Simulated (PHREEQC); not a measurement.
Consider water at 85 °C with 0.066 mol/kgw MgCl2, 0.0043 mol/kgw Na2B4O7 and 0.024 mol/kgw NaCl. Closed to the air; pH follows from the charge balance.

Model: Pitzer model, pitzer.dat, run in PHREEQC.

The pH is 8.69, the ionic strength is 0.225 mol/kgw and the density is 0.976 g/cm³. The osmotic coefficient is 0.865 and the total alkalinity is 8.60 meq/kg.

```json
[
 {"species": "Cl-", "molality": "0.156", "activity": "0.107", "log γ": "-0.163"},
 {"species": "Mg+2", "molality": "0.0630", "activity": "0.0170", "log γ": "-0.568"},
 {"species": "Na+", "molality": "0.0326", "activity": "0.0233", "log γ": "-0.145"},
 {"species": "B(OH)3", "molality": "0.0100", "activity": "0.0103", "log γ": "0.010"},
 {"species": "B(OH)4-", "molality": "0.00527", "activity": "0.00290", "log γ": "-0.259"},
 {"species": "MgB(OH)4+", "molality": "0.00181", "activity": "0.00124", "log γ": "-0.164"},
 {"species": "MgOH+", "molality": "0.00121", "activity": "0.00102", "log γ": "-0.076"},
 {"species": "OH-", "molality": "0.000279", "activity": "0.000157", "log γ": "-0.250"},
 {"species": "B3O3(OH)4-", "molality": "2.84e-5", "activity": "1.59e-5", "log γ": "-0.252"},
 {"species": "B4O5(OH)4-2", "molality": "1.84e-6", "activity": "2.00e-7", "log γ": "-0.964"},
 {"species": "H+", "molality": "2.77e-9", "activity": "2.03e-9", "log γ": "-0.135"}
]
```

This is a speciation only: nothing precipitates in the calculation. Constants without temperature data keep their 25 °C values here.
